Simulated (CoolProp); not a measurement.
Vapour pressure (MPa) of n-butane: the reference equation beside estimates from Tc = 152.0 °C, pc = 3.796 MPa, ω = 0.201. Clausius-Clapeyron is anchored at 72.05 °C with a constant enthalpy of vaporisation of 17.71 kJ/mol.

Model: reference Helmholtz-energy equation of state, Bücker 2006, in CoolProp.

```csv
T (°C),reference,Lee-Kesler,Clausius-Clapeyron,van der Waals,Redlich-Kwong,Soave-Redlich-Kwong,Peng-Robinson
63.95,0.7022,0.7068,0.7310,1.397,0.8763,0.7101,0.7019
68.05,0.7734,0.7786,0.7887,1.477,0.9552,0.7829,0.7735
72.05,0.8479,0.8535,0.8479,1.558,1.037,0.8591,0.8486
76.15,0.9297,0.9357,0.9116,1.645,1.125,0.9426,0.9310
80.15,1.015,1.021,0.9768,1.731,1.216,1.030,1.017
84.25,1.108,1.115,1.047,1.823,1.315,1.125,1.111
88.35,1.207,1.214,1.120,1.918,1.419,1.227,1.212
92.35,1.311,1.318,1.195,2.014,1.525,1.332,1.316
96.45,1.423,1.430,1.274,2.115,1.640,1.447,1.430
100.45,1.539,1.547,1.356,2.216,1.757,1.566,1.548
104.55,1.666,1.673,1.442,2.324,1.883,1.695,1.676
```

Absolute difference from the reference over all 11 rows, mean and median: Lee-Kesler 0.6 and 0.6 %, Clausius-Clapeyron 6.3 and 5.5 %, van der Waals 66.4 and 64.5 %, Redlich-Kwong 18.8 and 18.7 %, Soave-Redlich-Kwong 1.5 and 1.5 %, Peng-Robinson 0.3 and 0.3 %.
